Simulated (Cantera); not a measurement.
An adiabatic, constant-pressure homogeneous reactor starts with CH₄ : O₂ : N₂ : H₂O = 1 : 0.952 : 3.58 : 1.6 (molar parts), equivalence ratio 2.1, at 1525 K and 3750 Torr. Integrator tolerance rtol = 1e-08.

Model: GRI-Mech 3.0 (53 species, 325 reactions), integrated in Cantera.

### Question
What does this change do: initial temperature 1525 to 1200 K?

### Answer
| quantity | before | after |
|---|---|---|
| time of steepest temperature rise | 0.640 ms | 20.1 ms |
| temperature at 0.400 s | 2294 K | 2002 K |
| equilibrium temperature | 2294 K | 2002 K |
| x(CH₄) at 0.400 s | 2.86e-10 (gas-phase equilibrium 3.26e-10) | 1.60e-9 (gas-phase equilibrium 1.82e-9) |
| x(O₂) at 0.400 s | 2.37e-6 (gas-phase equilibrium 2.37e-6) | 4.72e-8 (gas-phase equilibrium 4.72e-8) |
| x(H₂O) at 0.400 s | 0.277 (gas-phase equilibrium 0.277) | 0.274 (gas-phase equilibrium 0.274) |
| x(C₂H₄) at 0.400 s | <1e-12 (gas-phase equilibrium <1e-12) | <1e-12 (gas-phase equilibrium <1e-12) |
| x(C₂H₂) at 0.400 s | <1e-12 (gas-phase equilibrium <1e-12) | <1e-12 (gas-phase equilibrium <1e-12) |
| x(H) at 0.400 s | 0.00170 (gas-phase equilibrium 0.00170) | 0.000303 (gas-phase equilibrium 0.000303) |

### Question
What does this change do: pressure from 3750 Torr to 750 Torr?

### Answer
```json
[
 {"quantity": "time of steepest temperature rise", "before": "0.640 ms", "after": "2.15 ms"},
 {"quantity": "temperature at 0.400 s", "before": "2294 K", "after": "2280 K"},
 {"quantity": "equilibrium temperature", "before": "2294 K", "after": "2280 K"},
 {"quantity": "x(CH₄) at 0.400 s", "before": "2.86e-10 (gas-phase equilibrium 3.26e-10)", "after": "1.20e-11 (gas-phase equilibrium 1.38e-11)"},
 {"quantity": "x(O₂) at 0.400 s", "before": "2.37e-6 (gas-phase equilibrium 2.37e-6)", "after": "1.01e-5 (gas-phase equilibrium 1.01e-5)"},
 {"quantity": "x(H₂O) at 0.400 s", "before": "0.277 (gas-phase equilibrium 0.277)", "after": "0.276 (gas-phase equilibrium 0.276)"},
 {"quantity": "x(C₂H₄) at 0.400 s", "before": "<1e-12 (gas-phase equilibrium <1e-12)", "after": "<1e-12 (gas-phase equilibrium <1e-12)"},
 {"quantity": "x(C₂H₂) at 0.400 s", "before": "<1e-12 (gas-phase equilibrium <1e-12)", "after": "<1e-12 (gas-phase equilibrium <1e-12)"},
 {"quantity": "x(H) at 0.400 s", "before": "0.00170 (gas-phase equilibrium 0.00170)", "after": "0.00353 (gas-phase equilibrium 0.00353)"}
]
```
